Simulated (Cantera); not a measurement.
Input (Python, Cantera) and output of one run.

```python
import numpy as np
import cantera as ct

gas_names = [...]  # 115 gases of nasa_gas.yaml made of C, Ca, H, O
cond_names = """
    C(gr) C6H6(L) C7H8(L) C8H18(L),n-octa Ca(a) Ca(b) Ca(L) CaCO3(caL) CaO(s) CaO(L) CaO2H2(s) H2O(s)
    H2O(L)
""".split()


# ... load() reads the species with a 1 bar reference pressure and builds the phases ...
atoms = {
    'Ca(OH)2': {'Ca': 1, 'O': 2, 'H': 2},
    'H2O': {'H': 2, 'O': 1},
    'CO2': {'C': 1, 'O': 2},
}
top_T = {'C(gr)': 4500}  # K; cautious upper limits of use, not melting points


# ... equilibrate(T, P, feed) seeds the gas with the atoms and calls Mixture.equilibrate('TP', solver="vcs", rtol=1e-11, max_steps=5000) ...
results = []
feed = {'Ca(OH)2': 1, 'H2O': 0.55, 'CO2': 5.6}  # mol
P = 133.322  # Pa
for T in [1500, 1525, 1550, 1575, 1600, 1625, 1650, 1675, 1700, 1725]:
    mix = equilibrate(T, P, feed)
    results.append((T, P, feed, dict(zip(mix.species_names, mix.species_moles))))

top = {s: max(r[3][s] / sum(r[3][g] for g in gas_names) for r in results) for s in gas_names}
cols = sorted((s for s in top if top[s] > 1e-05), key=lambda s: -top[s])[:6]
seen = [c for c in cond_names if any(r[3].get(c, 0) > 1e-12 for r in results)]
print("log10 of partial pressures in bar; condensed amounts in mol")
print(f"{'T/K':>10s}" + "".join(f"{s[:9]:>10s}" for s in cols + seen))
for T, P, feed, n in results:
    ng = sum(n[g] for g in gas_names)
    print(f"{T:10.4g}" + "".join(f"{np.log10(max(n[s] / ng * P / 1e5, 1e-99)):10.3f}" for s in cols)
          + "".join(f"{n.get(c, 0):10.4g}" for c in seen))
```

It prints:

```
log10 of partial pressures in bar; condensed amounts in mol
       T/K       CO2       H2O        CO        O2        OH        H2    CaO(s)
      1500    -2.983    -3.541    -5.439    -5.709    -6.635    -6.409         1
      1525    -2.984    -3.541    -5.332    -5.604    -6.516    -6.319         1
      1550    -2.985    -3.541    -5.229    -5.502    -6.401    -6.232         1
      1575    -2.986    -3.542    -5.129    -5.404    -6.289    -6.148         1
      1600    -2.987    -3.543    -5.032    -5.310    -6.181    -6.066         1
      1625    -2.988    -3.543    -4.939    -5.218    -6.077    -5.987         1
      1650    -2.990    -3.544    -4.849    -5.129    -5.976    -5.910         1
      1675    -2.992    -3.546    -4.761    -5.044    -5.878    -5.836         1
      1700    -2.994    -3.547    -4.677    -4.961    -5.784    -5.764         1
      1725    -2.997    -3.549    -4.595    -4.881    -5.692    -5.694         1
```

These are equilibrium values from Cantera (NASA tables, ideal gas, pure condensed phases), not measurements of a reactor.
